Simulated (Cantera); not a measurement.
Cantera run:

```python
import numpy as np
import cantera as ct

gas_names = [...]  # 109 gases of nasa_gas.yaml made of C, Cl, H, Si
cond_names = """
    C(gr) C6H6(L) C7H8(L) C8H18(L),n-octa Si(cr) Si(L) SiC(b)
""".split()


# ... load() reads the species with a 1 bar reference pressure and builds the phases ...
atoms = {
    'SiHCl3': {'Si': 1, 'H': 1, 'CL': 3},
    'C2H4': {'C': 2, 'H': 4},
    'H2': {'H': 2},
    'C3H8': {'C': 3, 'H': 8},
}
top_T = {'C(gr)': 4500, 'SiC(b)': 3050}  # K; cautious upper limits of use, not melting points


# ... equilibrate(T, P, feed) seeds the gas with the atoms and calls Mixture.equilibrate('TP', solver="vcs", rtol=1e-11, max_steps=5000) ...
results = []
feed = {'SiHCl3': 1, 'C2H4': 0.0052, 'H2': 250, 'C3H8': 0.0045}  # mol
P = 10000  # Pa
for T in [1548, 1573, 1598, 1623, 1648, 1673, 1698, 1723, 1748, 1773, 1798, 1823, 1848, 1873]:
    mix = equilibrate(T, P, feed)
    results.append((T, P, feed, dict(zip(mix.species_names, mix.species_moles))))
    x = sorted(zip(gas.X, gas.species_names), reverse=True)
    print(f"T = {T:g} K  P = {P:g} Pa  gas = {mix.phase_moles(0):.4g} mol")
    print("   x: " + "  ".join(f"{s} {v:.3e}" for v, s in x if v > 1e-05))
    print("   condensed (mol): " + ("  ".join(f"{mix.phase(i).name} {mix.phase_moles(i):.4g}"
          for i in range(1, mix.n_phases) if mix.phase_moles(i) > 1e-12) or "none"))
```

Result:

```
T = 1548 K  P = 10000 Pa  gas = 252 mol
   x: H2 9.884e-01  HCL 1.106e-02  SiCL2 4.122e-04  H 9.681e-05
   condensed (mol): Si(cr) 0.8705  SiC(b) 0.02346
T = 1573 K  P = 10000 Pa  gas = 252 mol
   x: H2 9.884e-01  HCL 1.105e-02  SiCL2 4.185e-04  H 1.278e-04
   condensed (mol): Si(cr) 0.8686  SiC(b) 0.02347
T = 1598 K  P = 10000 Pa  gas = 252 mol
   x: H2 9.884e-01  HCL 1.104e-02  SiCL2 4.247e-04  H 1.673e-04
   condensed (mol): Si(cr) 0.8667  SiC(b) 0.02347
T = 1623 K  P = 10000 Pa  gas = 252.1 mol
   x: H2 9.883e-01  HCL 1.103e-02  SiCL2 4.306e-04  H 2.173e-04
   condensed (mol): Si(cr) 0.8645  SiC(b) 0.02348
T = 1648 K  P = 10000 Pa  gas = 252.1 mol
   x: H2 9.882e-01  HCL 1.102e-02  SiCL2 4.363e-04  H 2.799e-04
   condensed (mol): Si(cr) 0.8622  SiC(b) 0.02348
T = 1673 K  P = 10000 Pa  gas = 252.1 mol
   x: H2 9.882e-01  HCL 1.101e-02  SiCL2 4.417e-04  H 3.580e-04  SiH2 1.088e-05
   condensed (mol): Si(cr) 0.8594  SiC(b) 0.02349
T = 1698 K  P = 10000 Pa  gas = 252.1 mol
   x: H2 9.881e-01  HCL 1.101e-02  H 4.545e-04  SiCL2 4.406e-04  SiH2 1.380e-05
   condensed (mol): Si(L) 0.858  SiC(b) 0.02348
T = 1723 K  P = 10000 Pa  gas = 252.1 mol
   x: H2 9.879e-01  HCL 1.103e-02  H 5.732e-04  SiCL2 4.262e-04  SiH2 1.677e-05
   condensed (mol): Si(L) 0.8595  SiC(b) 0.02345
T = 1748 K  P = 10000 Pa  gas = 252.1 mol
   x: H2 9.878e-01  HCL 1.106e-02  H 7.181e-04  SiCL2 4.125e-04  SiH2 2.027e-05  Si 1.455e-05
   condensed (mol): Si(L) 0.8602  SiC(b) 0.02342
T = 1773 K  P = 10000 Pa  gas = 252.1 mol
   x: H2 9.876e-01  HCL 1.108e-02  H 8.940e-04  SiCL2 3.995e-04  SiH2 2.437e-05  Si 2.130e-05
   condensed (mol): Si(L) 0.8598  SiC(b) 0.02337
T = 1798 K  P = 10000 Pa  gas = 252.2 mol
   x: H2 9.873e-01  HCL 1.110e-02  H 1.106e-03  SiCL2 3.870e-04  Si 3.084e-05  SiH2 2.914e-05  SiH 1.112e-05
   condensed (mol): Si(L) 0.8581  SiC(b) 0.0233
T = 1823 K  P = 10000 Pa  gas = 252.2 mol
   x: H2 9.870e-01  HCL 1.112e-02  H 1.361e-03  SiCL2 3.752e-04  Si 4.420e-05  SiH2 3.467e-05  SiH 1.484e-05  SiCL 1.184e-05  CL 1.170e-05
   condensed (mol): Si(L) 0.8548  SiC(b) 0.02321
T = 1848 K  P = 10000 Pa  gas = 252.3 mol
   x: H2 9.867e-01  HCL 1.113e-02  H 1.665e-03  SiCL2 3.638e-04  Si 6.273e-05  SiH2 4.105e-05  SiH 1.964e-05  SiCL 1.459e-05  CL 1.428e-05
   condensed (mol): Si(L) 0.8493  SiC(b) 0.02307
T = 1873 K  P = 10000 Pa  gas = 252.3 mol
   x: H2 9.863e-01  HCL 1.115e-02  H 2.027e-03  SiCL2 3.530e-04  Si 8.818e-05  SiH2 4.838e-05  SiH 2.581e-05  SiCL 1.787e-05  CL 1.735e-05
   condensed (mol): Si(L) 0.8412  SiC(b) 0.02287
```

Equilibrium computed with Cantera from the NASA thermochemical tables; the gas is ideal and each condensed phase is pure. Mutual solubility and eutectic melting of coexisting phases are not modelled. The tables' values for SiCl are old estimates; treat these amounts as uncertain. Gases not in the tables: Si2H6 and higher silanes.
